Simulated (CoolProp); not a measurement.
Vapour-liquid equilibrium of R134a (1) + R141b (2) at 333.4 K; x and y are mole fractions of (1).

The numbers come from the multi-fluid Helmholtz-energy mixture model, Tillner-Roth 1994 and Lemmon 2006; pair parameters Bell 2016 in CoolProp.

**Question.** Give the bubble pressure and the first vapour's composition at x = 0.05, 0.45, 0.65. Is there an azeotrope?

**Answer.** x = 0.05: 0.3440 MPa, y = 0.295; x = 0.45: 0.9869 MPa, y = 0.813; x = 0.65: 1.236 MPa, y = 0.883. No azeotrope shows between x = 0.05 and 0.95.

The pair parameters rest on a limited set of measurements; away from them the model extrapolates.
